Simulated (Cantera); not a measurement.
# N2O furnace oxynitridation

A perfectly stirred reactor is fed with N₂O : N₂ = 1 : 3.4 (molar parts), at 100000 Pa; it is held at 1350 K, and followed from long to short residence time.

Detailed kinetics in Cantera: GRI-Mech 3.0 (53 species, 325 reactions). GRI-Mech 3.0 was tuned for natural gas; its chemistry of N2O as a main component is partial and can be far from experiment. The mechanism lacks the step 2 NO + O2 → 2 NO2, which can matter for NO2 below about 1400 K. The temperature is held fixed by assumption; the heat of reaction is taken as removed at once.

```csv
τ (s),x N₂O,x N₂,x O₂,x NO,x NO₂
1.0,0.0333,0.871,0.0779,0.0182,0.000152
0.27,0.0808,0.844,0.0567,0.0178,0.000149
0.073,0.147,0.811,0.0303,0.0113,9.24e-5
0.020,0.196,0.787,0.0116,0.00463,3.54e-5
0.0053,0.218,0.777,0.00344,0.00142,8.73e-6
0.0014,0.225,0.774,0.000934,0.000387,1.37e-6
0.00039,0.227,0.773,0.000255,0.000106,1.46e-7
0.00010,0.227,0.773,5.87e-5,2.44e-5,8.84e-9
```
x: mole fraction; the columns are a selection and need not sum to one.
